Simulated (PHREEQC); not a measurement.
A solution holds 0.022 mol/kgw HCl, 0.00031 mol/kgw ZnSO4 and 0.027 mol/kgw NiSO4, at 25 °C. Closed to the air; pH follows from the charge balance.

Equilibrium calculation in PHREEQC: ion-association model, wateq4f.dat.

```csv
quantity,before,after
pH,1.92,1.71
ionic strength (mol/kgw),0.0866,0.0229
SO4-2 (mol/kgw),0.0126,0.000138
HSO4- (mol/kgw),0.00741,0.000169
Zn+2 (mol/kgw),0.000200,0.000297
ZnSO4 (mol/kgw),9.48e-5,3.12e-6
SI of Goslarite (ZnSO4:7H2O),-4.43,-5.92
SI of Zincite(c) (ZnO),-11.39,-11.48
```

**Question.** Which change was made?
A. NiSO4 from 0.027 to 0.135 mol/kgw
B. ZnSO4 from 0.00031 to 0.00062 mol/kgw
C. NiSO4 left out
D. HCl left out
E. diluted 10-fold with water

**Answer.** C, NiSO4 left out

Precipitation was switched off in this run.
